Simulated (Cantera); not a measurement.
Equilibrium for boron, boron nitride and boron oxide: BCl₃ + O₂ + H₂ + NH₃

Charge: 1 mol BCl₃, 0.71 mol O₂, 61 mol H₂, 0.37 mol NH₃, held at 0.133 bar.

Cantera equilibrium calculation (NASA polynomials, part measured and part estimated; ideal gas, pure solids and liquids). Candidate condensed phases: B, BN, B₂O₃, B₃O₃H₃, H₂O, NH₄Cl; 49 gas species. Mutual solubility and eutectic melting of coexisting phases are not modelled. The tables' values for BOCl, BCl are old estimates; treat these amounts as uncertain. Rates play no part.

```
T (K)  log p H₂  log p HCl  log p H  log p HBO  log p HBO₂  log p H₂O  n BN(s)  n B₂O₃(l)
-----  --------  ---------  -------  ---------  ----------  ---------  -------  ---------
923       -0.90      -2.20   -10.06     -10.01       -7.38      -4.07   0.0801      0.460
1023      -0.90      -2.20    -8.83      -8.39       -6.42      -4.09   0.0793      0.460
1123      -0.90      -2.20    -7.82      -7.06       -5.64      -4.10   0.0786      0.460
1223      -0.90      -2.20    -6.97      -5.96       -5.00      -4.12   0.0785      0.458
1323      -0.90      -2.20    -6.25      -5.02       -4.47      -4.14   0.0798      0.449
1423      -0.90      -2.20    -5.63      -4.23       -4.01      -4.16   0.0801      0.419
1523      -0.90      -2.20    -5.09      -3.54       -3.62      -4.18   0.0619      0.319
1623      -0.90      -2.21    -4.61      -3.02       -3.23      -4.07        0          0
1723      -0.90      -2.21    -4.19      -2.99       -3.23      -3.89        0          0
1823      -0.90      -2.21    -3.82      -2.96       -3.25      -3.75        0          0
1923      -0.91      -2.21    -3.48      -2.93       -3.27      -3.62        0          0
2023      -0.91      -2.21    -3.18      -2.92       -3.31      -3.52        0          0
2123      -0.91      -2.21    -2.90      -2.91       -3.36      -3.44        0          0
2223      -0.91      -2.22    -2.65      -2.92       -3.41      -3.36        0          0
```
log p: log10 of the partial pressure in bar; n: condensed amount in mol.

From 923 K to 1523 K the condensed part is BN(s) + B₂O₃(l). From 1623 K to 2223 K nothing is condensed. The main B-bearing gas is (HBO₂)₃ at 923 K and HBO at 2223 K.
